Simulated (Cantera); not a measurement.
A freely propagating, adiabatic, planar premixed flame of 23.9 % H2, 16.0 % O2, 60.1 % N2, equivalence ratio 0.75, unburnt at 325 K and 0.415 atm; mixture-averaged transport, grid criteria slope 0.08 and curve 0.16, no radiation.

Detailed kinetics in Cantera: the H2/O2 subset of GRI-Mech 3.0, which has no nitrogen chemistry. Burning velocities carry a grid error of a few per cent, more on coarse grids.

Predict: laminar burning velocity; thermal thickness; peak x(OH); peak x(H2O2); peak x(HO2); peak x(O).


```json
{
 "laminar_burning_velocity": "178 cm/s",
 "thermal_thickness": "1.05 mm",
 "peak x(OH)": "0.0121",
 "peak x(H2O2)": "6.88e-5",
 "peak x(HO2)": "0.000272",
 "peak x(O)": "0.0111"
}
```
